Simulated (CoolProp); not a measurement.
Saturation properties of propane (Tc = 369.9 K, pc = 4.251 MPa, ω = 0.152).

The numbers come from the reference Helmholtz-energy equation of state, Lemmon 2009 in CoolProp.

```csv
T (K),p (MPa),vapour density (kg/m³),liquid conductivity (mW/(m K))
280.8,0.5953,[?],102
282.9,[?],13.69,101
285,0.6706,[?],100
287,[?],15.33,99.2
289.1,[?],16.22,98.2
291.1,0.7922,17.12,97.2
293.2,0.8376,18.11,96.2
295.3,0.8848,[?],95.2
297.3,0.9316,20.17,94.3
299.4,[?],21.30,93.3
301.5,1.036,22.48,92.3
303.5,1.088,23.66,91.4
305.6,1.146,[?],90.4
307.7,1.205,26.32,89.5
```

Question: Fill in the missing entries.

Answer: 
- 280.8, vapour density (kg/m³): 12.90
- 282.9, p (MPa): 0.6321
- 285, vapour density (kg/m³): 14.51
- 287, p (MPa): 0.7088
- 289.1, p (MPa): 0.7507
- 295.3, vapour density (kg/m³): 19.14
- 299.4, p (MPa): 0.9827
- 305.6, vapour density (kg/m³): 24.96

It boils at 231.0 K under 1 atm.

Thermal conductivity comes from a separate model (Marsh 2002).
